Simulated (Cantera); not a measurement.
An adiabatic, constant-pressure homogeneous reactor starts with C3H8 : O2 : N2 = 1 : 5.49 : 14.8 (molar parts), equivalence ratio 0.91, at 1600 K and 5100 Torr. Integrator tolerance rtol = 1e-08.

Model: GRI-Mech 3.0 (53 species, 325 reactions), integrated in Cantera. GRI-Mech 3.0 was tuned for natural gas; its chemistry of propane as a main component is partial and can be far from experiment. Above 3000 K some thermodynamic fits are extrapolated.

```
quantity                                                            before                                  after
---------------------------------  ---------------------------------------  -------------------------------------
time of steepest temperature rise                                  8.61 µs                                20.5 µs
temperature at 0.200 s                                              3031 K                                 2915 K
equilibrium temperature                                             3031 K                                 2915 K
x(C3H8) at 0.200 s                   <1e-12 (gas-phase equilibrium <1e-12)  <1e-12 (gas-phase equilibrium <1e-12)
x(O2) at 0.200 s                     0.0365 (gas-phase equilibrium 0.0365)  0.0400 (gas-phase equilibrium 0.0400)
x(NO) at 0.200 s                     0.0184 (gas-phase equilibrium 0.0184)  0.0166 (gas-phase equilibrium 0.0166)
x(C2H4) at 0.200 s                   <1e-12 (gas-phase equilibrium <1e-12)  <1e-12 (gas-phase equilibrium <1e-12)
x(H) at 0.200 s                    0.00791 (gas-phase equilibrium 0.00791)  0.0116 (gas-phase equilibrium 0.0116)
```

Q: Which change was made?
(A) pressure from 5100 Torr to 19500 Torr
(B) pressure from 5100 Torr to 1350 Torr
(C) pressure from 5100 Torr to 750 Torr
(D) pressure from 5100 Torr to 975 Torr

A: B, pressure from 5100 Torr to 1350 Torr
